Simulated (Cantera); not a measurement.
Input (Python, Cantera) and output of one run.

```python
import numpy as np
import cantera as ct

gas_names = """
    H H2 N NH NH2 NH3 N2 N2H2 N2H4 V VN
""".split()
cond_names = """
    V(cr) V(L) VN(s)
""".split()


# ... load() reads the species with a 1 bar reference pressure and builds the phases ...
atoms = {
    'V': {'V': 1},
    'N2': {'N': 2},
    'H2': {'H': 2},
}
top_T = {'VN(s)': 2300}  # K; cautious upper limits of use, not melting points


# ... equilibrate(T, P, feed) seeds the gas with the atoms and calls Mixture.equilibrate('TP', solver="vcs", rtol=1e-11, max_steps=5000) ...
results = []
feed = {'V': 1, 'N2': 5.9, 'H2': 3.3}  # mol
P = 47  # Pa
for T in [1750, 1850, 1950, 2050, 2150, 2250, 2350, 2450, 2550, 2650]:
    mix = equilibrate(T, P, feed)
    results.append((T, P, feed, dict(zip(mix.species_names, mix.species_moles))))

top = {s: max(r[3][s] / sum(r[3][g] for g in gas_names) for r in results) for s in gas_names}
cols = sorted((s for s in top if top[s] > 1e-05), key=lambda s: -top[s])[:6]
seen = [c for c in cond_names if any(r[3].get(c, 0) > 1e-12 for r in results)]
print("log10 of partial pressures in bar; condensed amounts in mol")
print(f"{'T/K':>10s}" + "".join(f"{s[:9]:>10s}" for s in cols + seen))
for T, P, feed, n in results:
    ng = sum(n[g] for g in gas_names)
    print(f"{T:10.4g}" + "".join(f"{np.log10(max(n[s] / ng * P / 1e5, 1e-99)):10.3f}" for s in cols)
          + "".join(f"{n.get(c, 0):10.4g}" for c in seen))
```

Result:

```
log10 of partial pressures in bar; condensed amounts in mol
       T/K        N2         H        H2         V         N     V(cr)     VN(s)
      1750    -3.536    -5.511    -3.754    -7.882   -12.602         0    0.9998
      1850    -3.538    -5.149    -3.761    -6.729   -11.830         0    0.9965
      1950    -3.529    -4.841    -3.800    -5.975   -11.130    0.9789         0
      2050    -3.538    -4.559    -3.829    -5.317   -10.508    0.9018         0
      2150    -3.562    -4.319    -3.889    -4.723    -9.951    0.5923         0
      2250    -3.602    -4.124    -3.990    -4.373    -9.452         0         0
      2350    -3.620    -3.956    -4.103    -4.391    -8.986         0         0
      2450    -3.640    -3.830    -4.266    -4.411    -8.559         0         0
      2550    -3.658    -3.746    -4.479    -4.429    -8.166         0         0
      2650    -3.671    -3.695    -4.732    -4.441    -7.800         0         0
```

Method: chemical equilibrium by Gibbs-energy minimisation in Cantera with the NASA 1993 tables (ideal gas, pure condensed phases). VN: taken at fixed stoichiometry. Condensed phases not in the tables: V2N, N, O or C dissolved in the metal.
